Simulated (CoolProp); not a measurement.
A closed Brayton cycle with nitrogen: compressor inlet 308.15 K and 3.2 MPa, high pressure 11 MPa, turbine inlet 935 K, compressor efficiency 0.8, turbine efficiency 0.93, recuperator effectiveness 0 (on enthalpy, no pinch check). Each further row changes one setting.

Model: reference Helmholtz-energy equation of state, Span 2000, in CoolProp.

```
case                           thermal efficiency (%)  net work (kJ/kg)  compressor to turbine work  compressor exit (K)  turbine exit (K)
-----------------------------  ----------------------  ----------------  --------------------------  -------------------  ----------------
as stated                                        20.3               106                        0.62                472.2             692.7
turbine inlet 885 K                        (withheld)        (withheld)                        0.66                472.2             653.7
compressor inlet 318.15 K                  (withheld)               100                  (withheld)                487.3             692.7
high pressure 9.35 MPa                           18.4               101                  (withheld)                447.1             720.9
recuperator effectiveness 0.5                    26.4               106                        0.62                472.2             692.7
```

Task: Some entries are withheld; supply them.

Result: 
- turbine inlet 885 K, thermal efficiency (%): 19.6
- turbine inlet 885 K, net work (kJ/kg): 90.8
- compressor inlet 318.15 K, thermal efficiency (%): 19.9
- compressor inlet 318.15 K, compressor to turbine work: 0.64
- high pressure 9.35 MPa, compressor to turbine work: 0.59
